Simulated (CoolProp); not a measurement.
Vapour-liquid equilibrium of toluene (1) + n-decane (2) at 0.149 bar; x and y are mole fractions of (1).

The numbers come from the multi-fluid Helmholtz-energy mixture model, Lemmon 2006 and Lemmon 2006; pair parameters Bell 2016 in CoolProp.

Q: Give the bubble temperature and the first vapour's composition at x = 0.05, 0.2, 0.65. Is there an azeotrope?

A: x = 0.05: 377.0 K, y = 0.288; x = 0.2: 359.2 K, y = 0.711; x = 0.65: 336.0 K, y = 0.954. No azeotrope shows between x = 0.05 and 0.95.

Pair parameters are fitted to limited data, so mixtures are less certain than the pure fluids.
